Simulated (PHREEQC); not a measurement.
Model water analysis in mmol/kgw, 5 °C, pH 6.88, pe 0.9: Na 6.34; K 0.0422; Ca 3.95; Mg 0.843; Cl 10.6; S(6) 2.41; Alkalinity (meq/kgw) 0.865; N(-3) 0.00595.

Valence states are taken as typed.

Equilibrium calculation in PHREEQC: ion-association model, phreeqc.dat.

**Question.** The ionic strength comes out as 0.0215 mol/kgw. What activity coefficients do Ca+2, K+, Cl-, CaHCO3+, SO4-2 get?

**Answer.** Ca+2 0.59, K+ 0.87, Cl- 0.87, CaHCO3+ 0.88, SO4-2 0.58.

This is a speciation only: nothing precipitates in the calculation. Complexes and solids missing from the database can't appear. Constants without temperature data keep their 25 °C values here.
